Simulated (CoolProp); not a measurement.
The fluid at 298.15 K and 0.702 MPa flows at 5.6 m/s in a round tube of 12.7 mm bore and 45 µm roughness, fully developed (64/Re and Nu = 3.66 if laminar; Colebrook and Gnielinski if turbulent). The same conditions are run with several fluids, on thermodynamics alone (safety and materials aside).

Values from CoolProp's reference Helmholtz-energy equation of state of each fluid (R407C: Lemmon 2003; C2F6 (R116): Lemmon 2006; R143a: Lemmon and Jacobsen 2000; CH2F2 (R32): Tillner-Roth 1997; R13: Platzer 1990). The equations of Platzer and Polt are older, rougher fits. Blends and air are pseudo-pure fits.

```json
[
 {"fluid": "R407C", "Reynolds number": "160000", "Darcy friction factor": "0.0282", "pressure drop (Pa/m)": "968", "heat-transfer coefficient (W/(m² K))": "574", "mass flow (kg/h)": "71.0"},
 {"fluid": "C2F6 (R116)", "Reynolds number": "213000", "Darcy friction factor": "[?]", "pressure drop (Pa/m)": "1460", "heat-transfer coefficient (W/(m² K))": "[?]", "mass flow (kg/h)": "[?]"},
 {"fluid": "R143a", "Reynolds number": "172000", "Darcy friction factor": "0.0281", "pressure drop (Pa/m)": "948", "heat-transfer coefficient (W/(m² K))": "647", "mass flow (kg/h)": "[?]"},
 {"fluid": "CH2F2 (R32)", "Reynolds number": "[?]", "Darcy friction factor": "0.0288", "pressure drop (Pa/m)": "[?]", "heat-transfer coefficient (W/(m² K))": "337", "mass flow (kg/h)": "41.4"},
 {"fluid": "R13", "Reynolds number": "156000", "Darcy friction factor": "0.0282", "pressure drop (Pa/m)": "[?]", "heat-transfer coefficient (W/(m² K))": "480", "mass flow (kg/h)": "80.9"}
]
```

Fill in the missing entries.


- C2F6 (R116), Darcy friction factor: 0.0280
- C2F6 (R116), heat-transfer coefficient (W/(m² K)): 764
- C2F6 (R116), mass flow (kg/h): 108
- R143a, mass flow (kg/h): 69.7
- CH2F2 (R32), Reynolds number: 85900
- CH2F2 (R32), pressure drop (Pa/m): 576
- R13, pressure drop (Pa/m): 1100

Transport values come from each fluid's own correlations; those of C2F6 (R116), R143a, CH2F2 (R32), R13 are estimates that may be off by 10 % or more.
